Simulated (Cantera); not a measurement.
Thermodynamics of silicon oxide and oxynitride deposition, feed SiH4 + CO2 + H2

Input: 1 mol SiH4, 0.16 mol CO2, 0.56 mol H2, held at 1123 K and 1000 Pa.

These are equilibrium values from Cantera (NASA tables, ideal gas, pure condensed phases), not measurements of a reactor. Candidate condensed phases: C, C6H6, C7H8, C8H18, H2O, Si, SiC, SiO2; 123 gas species. Mutual solubility and eutectic melting of coexisting phases are not modelled. Kinetics and transport are ignored.

```json
{
 "x(H2)": "1.000",
 "x(SiO)": "5.00e-6",
 "n(Si(s))": "0.680 mol",
 "n(SiC(s))": "0.160 mol",
 "n(SiO2(β-quartz))": "0.160 mol",
 "gas_amount": "2.560 mol",
 "log10 activity of C(graphite) (absent)": "-2.99"
}
```
